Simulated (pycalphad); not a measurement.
Source of the numbers: pycalphad with the COST 507 light-alloy database (1999); pressure 1 atm. No gas phase is included, though pure Mg would boil below 1650 K. The data set is of 1999 and partly superseded. Diffusion is slow at the low end, where real alloys seldom reach equilibrium.

Task: How does the equilibrium phase assembly of Mg-5.421Si-3.043Al (wt.%) change on cooling from 1650 K to 350 K?

Result: 
```
T (K)           phases above              phases below
------  --------------------  ------------------------
1044.1                liquid            liquid + MG2SI
895.2         liquid + MG2SI      hcp + liquid + MG2SI
849.1   hcp + liquid + MG2SI               hcp + MG2SI
492.3            hcp + MG2SI  ALMG_GAMMA + hcp + MG2SI
```
Changes were sought between steps of 50 K, so a narrower field can be missed.

Database names, with the compositions (at.%) that they take in these runs: MG2SI: Mg 67 Si 33; ALMG_GAMMA: Mg 59 Al 41.
